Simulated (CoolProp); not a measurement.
Properties of propane along the isotherm 410.3 K.

The numbers come from the reference Helmholtz-energy equation of state, Lemmon 2009 in CoolProp.

| p (MPa) | phase | density (kg/m³) | cp (kJ/(kg K)) | Joule-Thomson coefficient (K/MPa) | isothermal compressibility (1/MPa) | fugacity coefficient |
|---|---|---|---|---|---|---|
| 0.00672 | gas | 0.08690 | 2.169 | 6.649 | 148.9 | 0.9996 |
| 0.00987 | gas | 0.1277 | 2.169 | 6.650 | 101.4 | 0.9994 |
| 0.0145 | gas | 0.1876 | 2.170 | 6.652 | 69.02 | 0.9992 |
| 0.0213 | gas | 0.2757 | 2.170 | 6.654 | 47.01 | 0.9988 |
| 0.0312 | gas | 0.4040 | 2.171 | 6.658 | 32.11 | 0.9982 |
| 0.0458 | gas | 0.5936 | 2.172 | 6.664 | 21.89 | 0.9974 |
| 0.0672 | gas | 0.8720 | 2.173 | 6.671 | 14.94 | 0.9962 |
| 0.0987 | gas | 1.283 | 2.175 | 6.683 | 10.19 | 0.9944 |
| 0.145 | gas | 1.890 | 2.179 | 6.701 | 6.955 | 0.9917 |
| 0.213 | gas | 2.787 | 2.183 | 6.727 | 4.754 | 0.9878 |
| 0.312 | gas | 4.107 | 2.191 | 6.765 | 3.265 | 0.9822 |
| 0.458 | gas | 6.082 | 2.202 | 6.822 | 2.244 | 0.9739 |
| 0.672 | gas | 9.042 | 2.219 | 6.909 | 1.550 | 0.9618 |
| 0.987 | gas | 13.55 | 2.247 | 7.043 | 1.078 | 0.9442 |
| 1.45 | gas | 20.53 | 2.293 | 7.252 | 0.7589 | 0.9185 |
| 2.13 | gas | 31.69 | 2.377 | 7.587 | 0.5463 | 0.8813 |
